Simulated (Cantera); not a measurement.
Feed: 1 mol toluene, 1.1 mol H2, at 2923 K and 133 Pa.

Method: chemical equilibrium by Gibbs-energy minimisation in Cantera with the NASA 1993 tables (ideal gas, pure condensed phases). Candidate condensed phases: C, C6H6, C7H8, C8H18; 76 gas species. Kinetics and transport are ignored.

Base state: H 0.804, C3 0.101, H2 0.0562, C 0.0179, C2 0.0101, C2H 0.00610, C2H2 (acetylene) 0.00278, C5 0.00145 (mole fractions); condensed: C(graphite).

What changes in the equilibrium state with this change: temperature from 2923 K to 2573 K?


| species | before | after |
|---|---|---|
| H | 0.804 | 0.594 |
| H2 | 0.0562 | 0.398 |
| C2H2 (acetylene) | 0.00278 | 0.00581 |
| C3 | 0.101 | 0.00112 |
| C2 | 0.0101 | 0.000105 |
| C | 0.0179 | 0.000331 |
| C5 | 0.00145 | 4.55e-6 |
| C4 | 0.000272 | 9.27e-7 |
| CH | 7.94e-5 | 7.79e-6 |
| C2H | 0.00610 | 0.000722 |
| C4H2 | 5.73e-5 | 3.51e-5 |
| C(graphite), mol | 2.97 | 6.88 |
